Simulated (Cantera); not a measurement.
Feed: 1 mol C, 0.097 mol O2, 39 mol N2, equilibrated at 1027 °C and 56000 Pa.

These are equilibrium values from Cantera (NASA tables, ideal gas, pure condensed phases), not measurements of a reactor. Candidate condensed phases: C; 24 gas species. The numbers say what is thermodynamically allowed, not how fast it happens.

Base state: N2 0.995, CO 0.00495 (mole fractions); condensed: C(graphite).

Q: What changes in the equilibrium state with this change: O2 from 0.097 to 1.1 mol?

A: 
| species | before | after |
|---|---|---|
| N2 | 0.995 | 0.973 |
| CO2 | 7.10e-8 | 0.0249 |
| O2 | <1e-9 | 0.00247 |
| CO | 0.00495 | 1.03e-7 |
| NO | <1e-9 | 4.77e-5 |
| C(graphite), mol | 0.806 | 0 |
